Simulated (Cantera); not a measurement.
Cantera run:

```python
import numpy as np
import cantera as ct

gas_names = """
    O2 CL2
""".split()
cond_names = """
    Ca(L) CaCL2(L) CaO(s)
""".split()


# ... load() reads the species with a 1 bar reference pressure and builds the phases ...
species = {s.name: s for s in load("nasa_gas.yaml", gas_names) + load("nasa_condensed.yaml", cond_names)}
T = 1700
g = {n: (s.thermo.h(T) - T * s.thermo.s(T)) / (ct.gas_constant * T * np.log(10)) for n, s in species.items()}
valid = cond_names  # the entries whose range holds T


def stable(la, lb):
    # potentials (over RT ln 10) of the two non-metals from log10 p(O2) and log10 p(CL2) in bar
    mu = {}
    mu["O"] = (g["O2"] + la) / 2
    mu["Cl"] = (g["CL2"] + lb) / 2
    cost = {}
    for n in valid:
        c = species[n].composition
        cost[n] = (g[n] - sum(c.get(e, 0) * m for e, m in mu.items())) / c["Ca"]
    return min(cost, key=cost.get)


results = []
for lb in [1, -1.1, -3.2, -5.3, -7.4, -9.5, -11.6, -13.7, -15.8, -17.9, -20]:
    row = [stable(la, lb) for la in [-17, -16.2, -15.4, -14.6, -13.8, -13, -12.1, -11.3, -10.5, -9.7, -8.9, -8.1, -7.3, -6.5, -5.7, -4.9, -4, -3.2, -2.4, -1.6, -0.8, 0]]
    results.append(row)
    print(f"{lb:6.1f}  " + " ".join(f"{valid.index(n):x}" for n in row))
print("key: " + ", ".join(f"{i:x} {n}" for i, n in enumerate(valid)))
```

Output:

```
   1.0  1 1 1 1 1 1 1 1 1 1 1 1 1 1 1 1 1 1 1 1 1 1
  -1.1  1 1 1 1 1 1 1 1 1 1 1 1 1 1 1 1 1 1 1 1 1 1
  -3.2  1 1 1 1 1 1 1 1 1 1 1 1 1 1 1 1 1 1 1 1 1 2
  -5.3  1 1 1 1 1 1 1 1 1 1 1 1 1 1 1 1 2 2 2 2 2 2
  -7.4  1 1 1 1 1 1 1 1 1 1 1 2 2 2 2 2 2 2 2 2 2 2
  -9.5  1 1 1 1 1 1 2 2 2 2 2 2 2 2 2 2 2 2 2 2 2 2
 -11.6  1 2 2 2 2 2 2 2 2 2 2 2 2 2 2 2 2 2 2 2 2 2
 -13.7  2 2 2 2 2 2 2 2 2 2 2 2 2 2 2 2 2 2 2 2 2 2
 -15.8  2 2 2 2 2 2 2 2 2 2 2 2 2 2 2 2 2 2 2 2 2 2
 -17.9  2 2 2 2 2 2 2 2 2 2 2 2 2 2 2 2 2 2 2 2 2 2
 -20.0  2 2 2 2 2 2 2 2 2 2 2 2 2 2 2 2 2 2 2 2 2 2
key: 0 Ca(L), 1 CaCL2(L), 2 CaO(s)
```

Source: NASA polynomial tables (part measured, part estimated), evaluated in Cantera. Not in the tables: oxide halides.
